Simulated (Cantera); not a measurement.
Mixture: CH4 : O2 : N2 = 1 : 3.77 : 14.2 (molar parts), at 5.92 atm, adiabatic and at constant volume. Ignition delay is the time to a rise of 400 K.

Cantera simulation using GRI-Mech 3.0 (53 species, 325 reactions); the numbers are that mechanism's predictions, not measurements.

Question: Predict: delay at 1150 K; delay at 1250 K; delay at 1350 K; delay at 1450 K; apparent activation energy between 1400 and 1500 K.

Answer: 
```json
{
 "delay at 1150 K": "11.5 ms",
 "delay at 1250 K": "3.16 ms",
 "delay at 1350 K": "0.992 ms",
 "delay at 1450 K": "0.350 ms",
 "apparent activation energy between 1400 and 1500 K": "170 kJ/mol"
}
```
